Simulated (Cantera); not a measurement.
Input (Python, Cantera) and output of one run.

```python
import numpy as np
import cantera as ct

gas_names = """
    Fe H H2 H2S N NH NH2 NH3 N2 N2H2 N2H4 S SH SN S2 S8
""".split()
cond_names = """
    Fe(a) Fe(c) Fe(d) Fe(L) FeS(a) FeS(b) FeS(c) FeS(L) FeS2(s) S(cr1) S(cr2) S(L)
""".split()


# ... load() reads the species with a 1 bar reference pressure and builds the phases ...
atoms = {
    'FeS': {'Fe': 1, 'S': 1},
    'H2': {'H': 2},
    'N2': {'N': 2},
}
top_T = {'FeS2(s)': 1010}  # K; cautious upper limits of use, not melting points


# ... equilibrate(T, P, feed) seeds the gas with the atoms and calls Mixture.equilibrate('TP', solver="vcs", rtol=1e-11, max_steps=5000) ...
results = []
P = 18  # Pa
for T in [1625, 1650, 1675, 1700, 1725, 1750, 1775, 1800, 1825, 1850]:
    for m in [1, 1.9, 3.5, 6.6, 12, 23, 44, 82, 150, 290]:
        feed = {'FeS': 1, 'H2': m, 'N2': 12}  # mol
        mix = equilibrate(T, P, feed)
        results.append((T, P, feed, dict(zip(mix.species_names, mix.species_moles))))

for T, P, feed, n in results:
    print(f"{T:7g} {feed['H2']:10.4g}  " + (" + ".join(c for c in cond_names if n.get(c, 0) > 1e-12) or "gas only"))
```

It prints:

```
   1625          1  Fe(c)
   1625        1.9  Fe(c)
   1625        3.5  Fe(c)
   1625        6.6  Fe(c)
   1625         12  Fe(c)
   1625         23  Fe(c)
   1625         44  Fe(c)
   1625         82  Fe(c)
   1625        150  gas only
   1625        290  gas only
   1650          1  Fe(c)
   1650        1.9  Fe(c)
   1650        3.5  Fe(c)
   1650        6.6  Fe(c)
   1650         12  Fe(c)
   1650         23  Fe(c)
   1650         44  Fe(c)
   1650         82  gas only
   1650        150  gas only
   1650        290  gas only
   1675          1  Fe(d)
   1675        1.9  Fe(d)
   1675        3.5  Fe(d)
   1675        6.6  Fe(d)
   1675         12  Fe(d)
   1675         23  Fe(d)
   1675         44  gas only
   1675         82  gas only
   1675        150  gas only
   1675        290  gas only
   1700          1  Fe(d)
   1700        1.9  Fe(d)
   1700        3.5  Fe(d)
   1700        6.6  Fe(d)
   1700         12  Fe(d)
   1700         23  gas only
   1700         44  gas only
   1700         82  gas only
   1700        150  gas only
   1700        290  gas only
   1725          1  Fe(d)
   1725        1.9  Fe(d)
   1725        3.5  Fe(d)
   1725        6.6  gas only
   1725         12  gas only
   1725         23  gas only
   1725         44  gas only
   1725         82  gas only
   1725        150  gas only
   1725        290  gas only
   1750          1  gas only
   1750        1.9  gas only
   1750        3.5  gas only
   1750        6.6  gas only
   1750         12  gas only
   1750         23  gas only
   1750         44  gas only
   1750         82  gas only
   1750        150  gas only
   1750        290  gas only
   1775          1  gas only
   1775        1.9  gas only
   1775        3.5  gas only
   1775        6.6  gas only
   1775         12  gas only
   1775         23  gas only
   1775         44  gas only
   1775         82  gas only
   1775        150  gas only
   1775        290  gas only
   1800          1  gas only
   1800        1.9  gas only
   1800        3.5  gas only
   1800        6.6  gas only
   1800         12  gas only
   1800         23  gas only
   1800         44  gas only
   1800         82  gas only
   1800        150  gas only
   1800        290  gas only
   1825          1  gas only
   1825        1.9  gas only
   1825        3.5  gas only
   1825        6.6  gas only
   1825         12  gas only
   1825         23  gas only
   1825         44  gas only
   1825         82  gas only
   1825        150  gas only
   1825        290  gas only
   1850          1  gas only
   1850        1.9  gas only
   1850        3.5  gas only
   1850        6.6  gas only
   1850         12  gas only
   1850         23  gas only
   1850         44  gas only
   1850         82  gas only
   1850        150  gas only
   1850        290  gas only
```

These are equilibrium values from Cantera (NASA tables, ideal gas, pure condensed phases), not measurements of a reactor.
